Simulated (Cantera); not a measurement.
Charge: 1 mol C3H6, 20 mol H2, 0.019 mol O2, at 2925 K and 0.000250 bar.

Method: chemical equilibrium by Gibbs-energy minimisation in Cantera with the NASA 1993 tables (ideal gas, pure condensed phases). Candidate condensed phases: C, C6H6, C7H8, C8H18, H2O; 110 gas species. Rates play no part.

Base state: H 0.946, C 0.0253, H2 0.0144, C3 0.00962, C2 0.00371, CO 0.000805, C2H 0.000488, C2H2 (acetylene) 4.83e-5 (mole fractions); condensed: gas only.

Q: What changes in the equilibrium state with this change: H2 from 20 to 6.3 mol?

A: 
| species | before | after |
|---|---|---|
| H | 0.946 | 0.907 |
| C | 0.0253 | 0.0374 |
| C3 | 0.00962 | 0.0309 |
| H2 | 0.0144 | 0.0132 |
| C5 | 9.41e-6 | 6.57e-5 |
| C4 | 6.78e-6 | 3.21e-5 |
| CO | 0.000805 | 0.00191 |
| C2 | 0.00371 | 0.00807 |

Q: What changes in the equilibrium state with this change: temperature from 2925 K to 1225 K?

A: 
```csv
species,before,after
H2,0.0144,0.998
CO,0.000805,0.00165
H,0.946,1.97e-5
C,0.0253,<1e-9
C3,0.00962,<1e-9
C2,0.00371,<1e-9
C2H,0.000488,<1e-9
"C(graphite), mol",0,2.96
```

Q: What changes in the equilibrium state with this change: C3H6 replaced by C2H5OH?

A: 
```
species             before     after
----------------  --------  --------
H                    0.946     0.947
CO                0.000805    0.0220
H2                  0.0144    0.0144
C                   0.0253    0.0135
C3                 0.00962   0.00147
C2                 0.00371   0.00106
C2H               0.000488  0.000140
C2H2 (acetylene)   4.83e-5   1.39e-5
```
